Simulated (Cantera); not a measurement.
Feed: 1 mol Ti(OiPr)4, 3.2 mol CH4, 22 mol H2, at 1223.15 K and 0.680 bar.

Method: chemical equilibrium by Gibbs-energy minimisation in Cantera with the NASA 1993 tables (ideal gas, pure condensed phases). Candidate condensed phases: C, C6H6, C7H8, C8H18, H2O, Ti, TiC, TiO, TiO2, Ti2O3, Ti3O5, Ti4O7; 113 gas species. The feed counts by its element totals alone. Condensed phases not in the tables: Magnéli phases beyond Ti4O7. Equilibrium is a limit: real reactors are often held back by kinetics, nucleation or transport.

**Question.** What is the equilibrium state?

**Answer.** 
```json
{
 "x(H2)": "0.941",
 "x(CO)": "0.0501",
 "x(CH4)": "0.00802",
 "x(H2O)": "0.000644",
 "x(CO2)": "2.35e-5",
 "n(C(graphite))": "12.6 mol",
 "n(Ti4O7(s))": "0.250 mol",
 "gas_amount": "44.27 mol",
 "log10 activity of Ti3O5(s) (absent)": "-0.12",
 "log10 activity of Ti2O3(s) (absent)": "-0.49",
 "log10 activity of Ti(β) (absent)": "-9.24"
}
```
